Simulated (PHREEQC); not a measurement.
## Leach liquor (model solution)

Dissolve 1.1 mmol/kgw HCl, 1 mmol/kgw FeSO4 and 12 mmol/kgw Fe2(SO4)3 at 20 °C. Closed to the air; pH follows from the charge balance.

Model: ion-association model, phreeqc.dat, run in PHREEQC.

Each row changes one thing in this solution. Precipitation was switched off in this run.

| case | pH | ionic strength (mol/kgw) | SO4-2 (mol/kgw) | HSO4- (mol/kgw) | Fe+2 (mol/kgw) | FeSO4 (mol/kgw) | SI of Melanterite (FeSO4:7H2O) |
|---|---|---|---|---|---|---|---|
| as made | 2.72 | 0.0505 | 0.0126 | 0.00119 | 0.000684 | 0.000310 | -3.44 |
| HCl from 0.0011 to 0.00121 mol/kgw | 2.71 | 0.0504 | 0.0126 | 0.00121 | 0.000685 | 0.000310 | -3.44 |
| temperature from 20 to 35 °C | (withheld) | 0.0513 | 0.0126 | 0.00189 | 0.000634 | 0.000359 | -3.67 |
| temperature from 20 to 10 °C | (withheld) | 0.0508 | 0.0128 | 0.000896 | 0.000720 | 0.000276 | -3.27 |
| 0.00029 mol/kgw Na2SO4 added | 2.72 | 0.0512 | 0.0129 | 0.00120 | 0.000682 | 0.000313 | -3.44 |
| Fe2(SO4)3 left out | (withheld) | 0.00468 | 0.000866 | 5.95e-5 | 0.000925 | 7.35e-5 | -4.07 |

Task: Complete the blanks.

Result: 
- temperature from 20 to 35 °C, pH: 2.65
- temperature from 20 to 10 °C, pH: 2.76
- Fe2(SO4)3 left out, pH: 3.01

Some of these states are supersaturated (in Hematite (slow to form), Goethite (slow to form), for instance). Constants without temperature data keep their 25 °C values here.
